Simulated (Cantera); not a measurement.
## Hydrocarbon pyrolysis for carbon deposition

An isothermal, constant-pressure homogeneous reactor starts with C2H4 : H2 = 1 : 2.6 (molar parts), at 1225 K and 0.0267 bar.

Computed with Cantera and GRI-Mech 3.0 (53 species, 325 reactions). GRI-Mech 3.0 was tuned for natural gas; its chemistry of ethylene as a main component is partial and can be far from experiment. GRI-Mech 3.0 stops at C3 and has no aromatics, soot or wall deposition, so with more carbon than oxygen in the feed, carbon stays in small species such as C2H2 where larger ones or solid carbon would form. Radical loss at walls, strong at low pressure, is not modelled.

```csv
t (s),x C2H4,x H2,x H,x CH2,x C2H
6.00e-6,0.278,0.722,2.74e-12,<1e-12,<1e-12
1.68e-5,0.278,0.722,7.17e-12,<1e-12,<1e-12
4.72e-5,0.278,0.722,1.89e-11,<1e-12,<1e-12
0.000132,0.278,0.722,5.44e-11,<1e-12,<1e-12
0.000372,0.278,0.722,1.62e-10,<1e-12,<1e-12
0.00104,0.278,0.722,4.72e-10,<1e-12,<1e-12
0.00292,0.278,0.722,1.34e-9,<1e-12,<1e-12
0.00821,0.278,0.722,3.78e-9,<1e-12,<1e-12
0.0230,0.278,0.722,1.08e-8,<1e-12,<1e-12
0.0646,0.278,0.722,3.42e-8,<1e-12,<1e-12
0.181,0.277,0.722,2.02e-7,<1e-12,<1e-12
0.508,0.272,0.723,3.17e-6,4.59e-12,4.40e-12
1.43,0.231,0.731,5.90e-6,8.30e-12,6.74e-11
4.00,0.145,0.748,6.04e-6,7.13e-12,1.91e-10
```
x: mole fraction; the columns are a selection and need not sum to one.

Equilibrium at this temperature and pressure: C2H4 0.0215, H2 0.652, H 1.55e-6, CH2 1.01e-11, C2H 8.29e-11 (gas phase only).
